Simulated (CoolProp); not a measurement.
Vapour-liquid equilibrium of n-hexane (1) + ethylbenzene (2) at 703 kPa; x and y are mole fractions of (1).

Model: multi-fluid Helmholtz-energy mixture model, Thol 2019 and Zhou 2012; pair parameters Bell 2016, in CoolProp.

```
x     bubble temperature (°C)  y at the bubble point  dew temperature at overall composition x (°C)  liquid density (mol/L)
----  -----------------------  ---------------------  ---------------------------------------------  ----------------------
0.05                    218.7                  0.154                                          224.3                   6.252
0.15                    204.6                  0.386                                          218.9                   6.310
0.25                    193.1                  0.546                                          213.1                   6.338
0.35                    183.7                  0.660                                          206.9                       …
0.45                        …                  0.745                                          200.2                       …
0.55                    169.2                  0.811                                          192.8                   6.306
0.65                    163.3                  0.864                                          184.6                   6.271
0.75                    158.1                  0.909                                              …                   6.227
0.85                    153.2                  0.948                                          164.9                       …
0.95                        …                  0.983                                          153.0                   6.124
```

Question: Fill in the missing entries.

Answer: 
- 0.35, liquid density (mol/L): 6.344
- 0.45, bubble temperature (°C): 175.9
- 0.45, liquid density (mol/L): 6.332
- 0.75, dew temperature at overall composition x (°C): 175.4
- 0.85, liquid density (mol/L): 6.178
- 0.95, bubble temperature (°C): 148.7

No azeotrope shows between x = 0.05 and 0.95.

Pair parameters are fitted to limited data, so mixtures are less certain than the pure fluids.
